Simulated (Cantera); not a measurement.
A Cantera script and what it prints.

```python
import numpy as np
import cantera as ct

gas_names = """
    C CH CH2 CH3 CH2OH CH3O CH4 CH3OH CO CO2 COOH C2 C2H CHCO,ketyl C2H2,acetylene C2H2,vinylidene
    CH2CO,ketene C2H3,vinyl CH3CO,acetyl C2H4 C2H4O,ethylen CH3CHO,ethanal CH3COOH (HCOOH)2 C2H5 C2H6
    CH3OCH3 C2H5OH C2O C3 C3H3,propargyl C3H4,allene C3H4,propyne C3H4,cyclo- C3H5,allyl C3H6,propylene
    C3H6,cyclo- C3H6O C3H7,n-propyl C3H7,i-propyl C3H8 C3H8O,1propanol C3H8O,2propanol C3O2 C4 C4H2
    C4H4,1,3-cyclo- C4H6,butadiene C4H6,2-butyne C4H6,cyclo- C4H8,1-butene C4H8,cis2-buten
    C4H8,tr2-butene C4H8,isobutene C4H8,cyclo- (CH3COOH)2 C4H9,n-butyl C4H9,i-butyl C4H9,s-butyl
    C4H9,t-butyl C4H10,isobutane C4H10,n-butane C5 C5H6,1,3cyclo- C5H8,cyclo- C5H10,1-pentene
    C5H10,cyclo- C5H11,pentyl C5H11,t-pentyl C5H12,n-pentane C5H12,i-pentane CH3C(CH3)2CH3 C6H2
    C6H5,phenyl C6H5O,phenoxy C6H6 C6H5OH,phenol C6H10,cyclo- C6H12,1-hexene C6H12,cyclo- C6H13,n-hexyl
    C7H7,benzyl C7H8 C7H8O,cresol C7H14,1-heptene C7H15,n-heptyl C7H16,n-heptane C8H8,styrene
    C8H10,ethylbenz C8H16,1-octene C8H17,n-octyl C8H18,isooctane C8H18,n-octane C9H19,n-nonyl
    C10H8,naphthale C10H21,n-decyl C12H9,o-bipheny C12H10,bipheny H HCO HO2 H2 HCHO,formaldehy HCOOH H2O
    H2O2 O OH O2 O3
""".split()
cond_names = """
    C(gr) C6H6(L) C7H8(L) C8H18(L),n-octa H2O(s) H2O(L)
""".split()


def load(file, names, dense=False):
    # The tables refer to 1 bar. Condensed volumes are neglected.
    table = {s.name: s for s in ct.Species.list_from_file(file)}
    out = []
    for n in names:
        d = dict(table[n].input_data)
        d["thermo"] = dict(d["thermo"], **{"reference-pressure": 1e5})
        if dense:
            d["equation-of-state"] = {"model": "constant-volume", "density": "1e6 g/cm^3"}
        out.append(ct.Species.from_dict(d))
    return out


gas = ct.Solution(thermo="ideal-gas", species=load("nasa_gas.yaml", gas_names))
cond = {s.name: ct.Solution(thermo="fixed-stoichiometry", species=[s], name=s.name)
        for s in load("nasa_condensed.yaml", cond_names, dense=True)}
atoms = {
    'C6H6': {'C': 6, 'H': 6},
    'O2': {'O': 2},
}
top_T = {'C(gr)': 4500}  # K; cautious upper limits of use, not melting points


def equilibrate(T, P, feed):
    n = {}
    for name, mol in feed.items():
        for a, k in atoms[name].items():
            n[a] = n.get(a, 0.0) + k * mol
    gas.TPX = T, P, n
    mass = sum(n.values()) * gas.mean_molecular_weight
    gas.equilibrate("TP")
    valid = [c for c in cond.values() if c.min_temp <= T <= top_T.get(c.name, c.max_temp)]
    mix = ct.Mixture([(gas, mass / gas.mean_molecular_weight)] + [(c, 0.0) for c in valid])
    mix.T, mix.P = T, P
    mix.equilibrate("TP", solver="vcs", rtol=1e-11, max_steps=5000)
    return mix


results = []
feed = {'C6H6': 1, 'O2': 0.016}  # mol
T = 2150  # K
P = 133.322  # Pa
mix = equilibrate(T, P, feed)
results.append((T, P, feed, dict(zip(mix.species_names, mix.species_moles))))
print(gas.report(threshold=1e-05))
for i in range(1, mix.n_phases):
    print(f"{mix.phase(i).name:16s} {mix.phase_moles(i):12.5e} mol")
```

Output:

```
       temperature   2150 K
          pressure   133.32 Pa
           density   1.6464e-05 kg/m^3
  mean mol. weight   2.2075 kg/kmol
   phase of matter   gas

                          1 kg             1 kmol
                     ---------------   ---------------
          enthalpy         3.583e+07        7.9094e+07  J
   internal energy        2.7732e+07        6.1218e+07  J
           entropy        1.1168e+05        2.4653e+05  J/K
    Gibbs function       -2.0428e+08       -4.5095e+08  J
 heat capacity c_p             15076             33280  J/K
 heat capacity c_v             11309             24965  J/K

                      mass frac. Y      mole frac. X     chem. pot. / RT
                     ---------------   ---------------   ---------------
                CO           0.12666         0.0099823           -45.362
    C2H2,acetylene          0.020106         0.0017045           -32.305
                 H          0.049477           0.10835           -13.231
                H2           0.80363           0.87995           -26.461
     [ +106 minor]        0.00012815        1.0393e-05

C(gr)             5.95700e+00 mol
```

Cantera equilibrium calculation (NASA polynomials, part measured and part estimated; ideal gas, pure solids and liquids).
